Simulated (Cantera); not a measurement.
What does this Cantera script print?

```python
import numpy as np
import cantera as ct

gas_names = """
    H HO2 H2 H2O H2O2 O OH O2 O3 V VO VO2
""".split()
cond_names = """
    H2O(s) H2O(L) V(cr) V(L) VO(s) VO(L) V2O3(s) V2O3(L) V2O4(I) V2O4(II) V2O4(L) V2O5(s) V2O5(L)
""".split()


# ... load() reads the species with a 1 bar reference pressure and builds the phases ...
atoms = {
    'V2O3': {'V': 2, 'O': 3},
    'H2': {'H': 2},
}
top_T = {}  # K; cautious upper limits of use, not melting points


# ... equilibrate(T, P, feed) seeds the gas with the atoms and calls Mixture.equilibrate('TP', solver="vcs", rtol=1e-11, max_steps=5000) ...
results = []
feed = {'V2O3': 1, 'H2': 320}  # mol
T = 1448.15  # K
P = 24  # Pa
mix = equilibrate(T, P, feed)
results.append((T, P, feed, dict(zip(mix.species_names, mix.species_moles))))
print(gas.report(threshold=0.0001))
for i in range(1, mix.n_phases):
    print(f"{mix.phase(i).name:16s} {mix.phase_moles(i):12.5e} mol")
```

Output:

```
       temperature   1448.2 K
          pressure   24 Pa
           density   4.1033e-06 kg/m^3
  mean mol. weight   2.0586 kg/kmol
   phase of matter   gas

                          1 kg             1 kmol
                     ---------------   ---------------
          enthalpy        1.6595e+07        3.4162e+07  J
   internal energy        1.0746e+07        2.2121e+07  J
           entropy        1.2019e+05        2.4743e+05  J/K
    Gibbs function       -1.5746e+08       -3.2416e+08  J
 heat capacity c_p             15633             32182  J/K
 heat capacity c_v             11594             23868  J/K

                      mass frac. Y      mole frac. X     chem. pot. / RT
                     ---------------   ---------------   ---------------
                 H        0.00029141        0.00059514            -13.42
                H2           0.97608           0.99671           -26.839
               H2O          0.023616         0.0026987           -60.482
     [   +9 minor]        1.6124e-05        4.4008e-07

V(cr)             0.00000e+00 mol
VO(s)             1.72778e+00 mol
V2O3(s)           1.36046e-01 mol
V2O4(II)          0.00000e+00 mol
V2O5(L)           0.00000e+00 mol
```

Equilibrium computed with Cantera from the NASA thermochemical tables; the gas is ideal and each condensed phase is pure. Mutual solubility and eutectic melting of coexisting phases are not modelled. VO: taken at fixed stoichiometry. Condensed phases not in the tables: the oxides between V2O3 and V2O5 other than VO2.
